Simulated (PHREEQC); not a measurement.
A solution holds 0.77 mol/kgw Na2CO3, 0.0032 mol/kgw Na2B4O7 and 0.35 mol/kgw KBr, at 25 °C. Closed to the air; pH follows from the charge balance.

All values are PHREEQC results (Pitzer model, pitzer.dat), not measurements.

Each row changes one thing in this solution. No solid was allowed to form.

| case | pH | ionic strength (mol/kgw) | HCO3- (mol/kgw) | CO2 (mol/kgw) | SI of Natron (Na2CO3:10H2O) | SI of Nahcolite (NaHCO3) |
|---|---|---|---|---|---|---|
| as made | 11.44 | 2.66 | 0.0102 | 2.56e-8 | -0.88 | -2.10 |
| KBr left out | 11.45 | 2.31 | 0.0103 | 2.67e-8 | -0.83 | -2.10 |
| KBr replaced by K2CO3 at the same molality | 11.61 | 3.35 | 0.0110 | 1.75e-8 | -0.86 | -2.16 |
| Na2B4O7 from 0.0032 to 0.016 mol/kgw | 10.91 | 2.66 | 0.0324 | 2.70e-7 | -0.89 | -1.59 |
| Na2CO3 from 0.77 to 0.847 mol/kgw | 11.46 | 2.89 | 0.0103 | 2.31e-8 | -0.81 | -2.08 |
| KBr from 0.35 to 1.75 mol/kgw | 11.43 | 4.06 | 0.00975 | 2.14e-8 | -1.04 | -2.08 |
| diluted 10-fold with water | 11.24 | 0.264 | 0.00307 | 2.81e-8 | -2.89 | -3.21 |
| Na2B4O7 left out | 11.65 | 2.65 | 0.00625 | 9.61e-9 | -0.88 | -2.31 |

In brines, pH and single-ion activities rest on the MacInnes convention.
